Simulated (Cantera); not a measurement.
A closed system holds: 1 mol CH3SiH3, 0.43 mol C2H4, 2000 mol H2, held at 750 Torr.

Method: chemical equilibrium by Gibbs-energy minimisation in Cantera with the NASA 1993 tables (ideal gas, pure condensed phases). Candidate condensed phases: C, C6H6, C7H8, C8H18, Si, SiC; 87 gas species. The feed counts by its element totals alone. Gases not in the tables: Si2H6 and higher silanes. Equilibrium is a limit: real reactors are often held back by kinetics, nucleation or transport.

**Question.** What share of the Si ends up in condensed phases as a function of T (°C), at 802, 952, 1102, 1252, 1402, 1552, 1702, 1852, 2002, 2152, 2302?

**Answer.** 
```
T (°C)  Si condensed (%)      as
------  ----------------  ------
802                100.0  SiC(s)
952                100.0  SiC(s)
1102               100.0  SiC(s)
1252               100.0  SiC(s)
1402                99.9  SiC(s)
1552                99.5  SiC(s)
1702                96.5  SiC(s)
1852                76.6  SiC(s)
2002                 0.0       -
2152                 0.0       -
2302                 0.0       -
```
